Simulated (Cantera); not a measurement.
An adiabatic, constant-volume homogeneous reactor starts with H2 : O2 : N2 = 1 : 0.617 : 2.32 (molar parts), equivalence ratio 0.81, at 1800 K and 270 Torr. Integrator tolerance rtol = 1e-08.

Detailed kinetics in Cantera: GRI-Mech 3.0 (53 species, 325 reactions).

### Question
What does this change do: constant pressure in place of constant volume?

### Answer
```json
[
 {"quantity": "time of steepest temperature rise", "before": "15.3 µs", "after": "15.4 µs"},
 {"quantity": "temperature at 8.00 s", "before": "2879 K", "after": "2788 K"},
 {"quantity": "equilibrium temperature", "before": "2879 K", "after": "2788 K"},
 {"quantity": "x(H2) at 8.00 s", "before": "0.0425 (gas-phase equilibrium 0.0425)", "after": "0.0386 (gas-phase equilibrium 0.0386)"},
 {"quantity": "x(O2) at 8.00 s", "before": "0.0337 (gas-phase equilibrium 0.0337)", "after": "0.0339 (gas-phase equilibrium 0.0339)"},
 {"quantity": "x(NO) at 8.00 s", "before": "0.0147 (gas-phase equilibrium 0.0147)", "after": "0.0130 (gas-phase equilibrium 0.0130)"},
 {"quantity": "x(NO2) at 8.00 s", "before": "2.72e-6 (gas-phase equilibrium 2.72e-6)", "after": "2.13e-6 (gas-phase equilibrium 2.13e-6)"},
 {"quantity": "x(H) at 8.00 s", "before": "0.0304 (gas-phase equilibrium 0.0304)", "after": "0.0258 (gas-phase equilibrium 0.0258)"},
 {"quantity": "x(OH) at 8.00 s", "before": "0.0417 (gas-phase equilibrium 0.0417)", "after": "0.0379 (gas-phase equilibrium 0.0379)"},
 {"quantity": "x(O) at 8.00 s", "before": "0.0185 (gas-phase equilibrium 0.0185)", "after": "0.0160 (gas-phase equilibrium 0.0160)"}
]
```

### Question
What does this change do: pressure from 270 Torr to 1800 Torr?

### Answer
```json
[
 {"quantity": "time of steepest temperature rise", "before": "15.3 µs", "after": "2.48 µs"},
 {"quantity": "temperature at 8.00 s", "before": "2879 K", "after": "3081 K"},
 {"quantity": "equilibrium temperature", "before": "2879 K", "after": "3081 K"},
 {"quantity": "x(H2) at 8.00 s", "before": "0.0425 (gas-phase equilibrium 0.0425)", "after": "0.0367 (gas-phase equilibrium 0.0367)"},
 {"quantity": "x(O2) at 8.00 s", "before": "0.0337 (gas-phase equilibrium 0.0337)", "after": "0.0300 (gas-phase equilibrium 0.0300)"},
 {"quantity": "x(NO) at 8.00 s", "before": "0.0147 (gas-phase equilibrium 0.0147)", "after": "0.0179 (gas-phase equilibrium 0.0179)"},
 {"quantity": "x(NO2) at 8.00 s", "before": "2.72e-6 (gas-phase equilibrium 2.72e-6)", "after": "7.16e-6 (gas-phase equilibrium 7.16e-6)"},
 {"quantity": "x(H) at 8.00 s", "before": "0.0304 (gas-phase equilibrium 0.0304)", "after": "0.0200 (gas-phase equilibrium 0.0200)"},
 {"quantity": "x(OH) at 8.00 s", "before": "0.0417 (gas-phase equilibrium 0.0417)", "after": "0.0403 (gas-phase equilibrium 0.0403)"},
 {"quantity": "x(O) at 8.00 s", "before": "0.0185 (gas-phase equilibrium 0.0185)", "after": "0.0133 (gas-phase equilibrium 0.0133)"}
]
```
The hydrogen kinetics of GRI-Mech 3.0 are dated; newer H2 mechanisms differ, most at raised pressure. Above 3000 K some thermodynamic fits are extrapolated.

### Question
What does this change do: pressure from 270 Torr to 570 Torr?

### Answer
| quantity | before | after |
|---|---|---|
| time of steepest temperature rise | 15.3 µs | 7.46 µs |
| temperature at 8.00 s | 2879 K | 2958 K |
| equilibrium temperature | 2879 K | 2958 K |
| x(H2) at 8.00 s | 0.0425 (gas-phase equilibrium 0.0425) | 0.0404 (gas-phase equilibrium 0.0404) |
| x(O2) at 8.00 s | 0.0337 (gas-phase equilibrium 0.0337) | 0.0323 (gas-phase equilibrium 0.0323) |
| x(NO) at 8.00 s | 0.0147 (gas-phase equilibrium 0.0147) | 0.0159 (gas-phase equilibrium 0.0159) |
| x(NO2) at 8.00 s | 2.72e-6 (gas-phase equilibrium 2.72e-6) | 3.99e-6 (gas-phase equilibrium 3.99e-6) |
| x(H) at 8.00 s | 0.0304 (gas-phase equilibrium 0.0304) | 0.0261 (gas-phase equilibrium 0.0261) |
| x(OH) at 8.00 s | 0.0417 (gas-phase equilibrium 0.0417) | 0.0414 (gas-phase equilibrium 0.0414) |
| x(O) at 8.00 s | 0.0185 (gas-phase equilibrium 0.0185) | 0.0164 (gas-phase equilibrium 0.0164) |
